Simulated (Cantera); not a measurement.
An isothermal, constant-pressure homogeneous reactor starts with NO : N2 = 1 : 3.3 (molar parts), at 1698 K and 0.133 bar. Integrator tolerance rtol = 1e-08.

Cantera simulation using GRI-Mech 3.0 (53 species, 325 reactions); the numbers are that mechanism's predictions, not measurements.

Q: What does this change do: NO 1 to 6 parts?

A: 
```tsv
quantity	before	after
x(NO) at 10.0 s	0.219 (gas-phase equilibrium 0.00227)	0.554 (gas-phase equilibrium 0.00331)
x(NO2) at 10.0 s	4.91e-5 (gas-phase equilibrium 1.92e-6)	0.000298 (gas-phase equilibrium 4.69e-6)
x(O) at 10.0 s	1.17e-5 (gas-phase equilibrium 4.09e-5)	2.83e-5 (gas-phase equilibrium 6.83e-5)
x(N2O) at 10.0 s	1.78e-5 (gas-phase equilibrium 5.12e-8)	0.000109 (gas-phase equilibrium 6.54e-8)
x(N2) at 10.0 s	0.774 (gas-phase equilibrium 0.883)	0.400 (gas-phase equilibrium 0.676)
```
